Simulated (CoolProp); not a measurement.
Vapour pressure (MPa) of decamethylcyclopentasiloxane (D5): the reference equation beside estimates from Tc = 618.3 K, pc = 1.078 MPa, ω = 0.631. Clausius-Clapeyron is anchored at 372.6 K with a constant enthalpy of vaporisation of 54.68 kJ/mol.

The numbers come from the reference Helmholtz-energy equation of state, Thol 2019 in CoolProp.

```json
[
 {"T (K)": "354", "reference": "0.0009407", "Lee-Kesler": "0.001074", "Clausius-Clapeyron": "0.0009638", "van der Waals": "0.07105", "Redlich-Kwong": "0.01326", "Soave-Redlich-Kwong": "0.001068", "Peng-Robinson": "0.001190"},
 {"T (K)": "363.3", "reference": "0.001540", "Lee-Kesler": "0.001708", "Clausius-Clapeyron": "0.001551", "van der Waals": "0.08288", "Redlich-Kwong": "0.01765", "Soave-Redlich-Kwong": "0.001700", "Peng-Robinson": "0.001869"},
 {"T (K)": "372.6", "reference": "0.002437", "Lee-Kesler": "0.002639", "Clausius-Clapeyron": "0.002437", "van der Waals": "0.09600", "Redlich-Kwong": "0.02310", "Soave-Redlich-Kwong": "0.002628", "Peng-Robinson": "0.002854"},
 {"T (K)": "381.9", "reference": "0.003739", "Lee-Kesler": "0.003970", "Clausius-Clapeyron": "0.003745", "van der Waals": "0.1105", "Redlich-Kwong": "0.02974", "Soave-Redlich-Kwong": "0.003957", "Peng-Robinson": "0.004248"},
 {"T (K)": "391.3", "reference": "0.005604", "Lee-Kesler": "0.005851", "Clausius-Clapeyron": "0.005664", "van der Waals": "0.1265", "Redlich-Kwong": "0.03782", "Soave-Redlich-Kwong": "0.005836", "Peng-Robinson": "0.006200"},
 {"T (K)": "400.6", "reference": "0.008150", "Lee-Kesler": "0.008396", "Clausius-Clapeyron": "0.008367", "van der Waals": "0.1439", "Redlich-Kwong": "0.04733", "Soave-Redlich-Kwong": "0.008380", "Peng-Robinson": "0.008821"},
 {"T (K)": "409.9", "reference": "0.01158", "Lee-Kesler": "0.01180", "Clausius-Clapeyron": "0.01214", "van der Waals": "0.1627", "Redlich-Kwong": "0.05852", "Soave-Redlich-Kwong": "0.01179", "Peng-Robinson": "0.01230"},
 {"T (K)": "419.2", "reference": "0.01611", "Lee-Kesler": "0.01627", "Clausius-Clapeyron": "0.01734", "van der Waals": "0.1832", "Redlich-Kwong": "0.07154", "Soave-Redlich-Kwong": "0.01626", "Peng-Robinson": "0.01685"},
 {"T (K)": "428.6", "reference": "0.02204", "Lee-Kesler": "0.02210", "Clausius-Clapeyron": "0.02446", "van der Waals": "0.2055", "Redlich-Kwong": "0.08672", "Soave-Redlich-Kwong": "0.02211", "Peng-Robinson": "0.02276"},
 {"T (K)": "437.9", "reference": "0.02952", "Lee-Kesler": "0.02944", "Clausius-Clapeyron": "0.03388", "van der Waals": "0.2292", "Redlich-Kwong": "0.1039", "Soave-Redlich-Kwong": "0.02949", "Peng-Robinson": "0.03016"},
 {"T (K)": "447.2", "reference": "0.03890", "Lee-Kesler": "0.03862", "Clausius-Clapeyron": "0.04630", "van der Waals": "0.2547", "Redlich-Kwong": "0.1235", "Soave-Redlich-Kwong": "0.03874", "Peng-Robinson": "0.03941"}
]
```

Absolute difference from the reference over all 11 rows, mean and median: Lee-Kesler 4.6 and 3.0 %, Clausius-Clapeyron 5.8 and 2.7 %, van der Waals 2514.4 and 1665.6 %, Redlich-Kwong 587.9 and 480.7 %, Soave-Redlich-Kwong 4.4 and 2.8 %, Peng-Robinson 10.5 and 8.2 %.
